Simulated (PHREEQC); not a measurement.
Solution (50 °C): 0.0087 mol/kgw HCl, 5.9e-05 mol/kgw AlCl3 and 0.15 mol/kgw MgCl2. Closed to the air; pH follows from the charge balance.

Model: ion-association model, phreeqc.dat, run in PHREEQC.

Each row changes one thing in this solution. No solid was allowed to form.

| case | pH | MgOH+ (mol/kgw) |
|---|---|---|
| as made | 2.18 | 2.56e-10 |
| AlCl3 left out | 2.18 | 2.56e-10 |
| MgCl2 from 0.15 to 0.3 mol/kgw | 2.19 | 5.41e-10 |
| AlCl3 from 5.9e-05 to 5.31e-05 mol/kgw | 2.18 | 2.56e-10 |
| HCl from 0.0087 to 0.00087 mol/kgw | [?] | [?] |
| HCl left out | [?] | [?] |

**Question.** Complete the blanks.

**Answer.** 
- HCl from 0.0087 to 0.00087 mol/kgw, pH: 3.18
- HCl from 0.0087 to 0.00087 mol/kgw, MgOH+ (mol/kgw): 2.56e-9
- HCl left out, pH: 4.53
- HCl left out, MgOH+ (mol/kgw): 5.73e-8

The ionic strength passes 0.7 mol/kgw, the rough limit of the ion-association models, in MgCl2 from 0.15 to 0.3 mol/kgw. Complexes and solids missing from the database can't appear. Some of these states are supersaturated (in Gibbsite (slow to form), for instance). Constants without temperature data keep their 25 °C values here.
